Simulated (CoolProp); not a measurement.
Vapour-liquid equilibrium of n-butane (1) + cyclohexane (2) at 697 kPa; x and y are mole fractions of (1).

Computed with CoolProp (multi-fluid Helmholtz-energy mixture model, Bücker 2006 and Zhou 2014; pair parameters Bell 2016).

```
x     bubble temperature, mixture model (K)  bubble temperature, Raoult's law (K)  y, mixture model  y, Raoult's law
----  -------------------------------------  ------------------------------------  ----------------  ---------------
0.05                                  426.9                                 422.2             0.166            0.260
0.15                                  410.9                                 402.7             0.440            0.562
0.25                                  395.9                                 388.1             0.634            0.725
0.35                                  382.9                                 376.7             0.763            0.821
0.45                                  371.9                                 367.5             0.846            0.882
0.55                                  362.8                                 359.9             0.900            0.922
0.65                                  355.4                                 353.5             0.935            0.950
0.75                                  349.2                                 347.9             0.960            0.970
0.85                                  343.8                                 343.1             0.979            0.984
0.95                                  339.1                                 338.8             0.994            0.995
```

The largest gap from Raoult's law is +8.2 K in bubble temperature, at x = 0.15. No azeotrope shows between x = 0.05 and 0.95.

The pair parameters rest on a limited set of measurements; away from them the model extrapolates.
